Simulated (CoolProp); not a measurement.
Vapour-liquid equilibrium of n-butane (1) + R245fa (2) at 1510 kPa; x and y are mole fractions of (1).

Values from CoolProp's multi-fluid Helmholtz-energy mixture model, Bücker 2006 and Akasaka 2015; pair parameters Bell 2016.

| x | bubble temperature, mixture model (°C) | bubble temperature, Raoult's law (°C) | y, mixture model | y, Raoult's law |
|---|---|---|---|---|
| 0.05 | 103.5 | 107.7 | 0.111 | 0.059 |
| 0.15 | 96.6 | 106.9 | 0.276 | 0.173 |
| 0.25 | 92.2 | 106.0 | 0.387 | 0.283 |
| 0.35 | 89.6 | 105.1 | 0.464 | 0.390 |
| 0.45 | 88.1 | 104.3 | 0.523 | 0.494 |
| 0.55 | 87.5 | 103.4 | 0.574 | 0.594 |
| 0.65 | 87.5 | 102.5 | 0.625 | 0.690 |
| 0.75 | 88.3 | 101.7 | 0.686 | 0.783 |
| 0.85 | 90.6 | 100.8 | 0.769 | 0.872 |
| 0.95 | 95.4 | 99.9 | 0.902 | 0.958 |

The largest gap from Raoult's law is -16.2 K in bubble temperature, at x = 0.45. y crosses x between x = 0.55 and 0.65: the model has an azeotrope there.

The pair parameters rest on a limited set of measurements; away from them the model extrapolates.
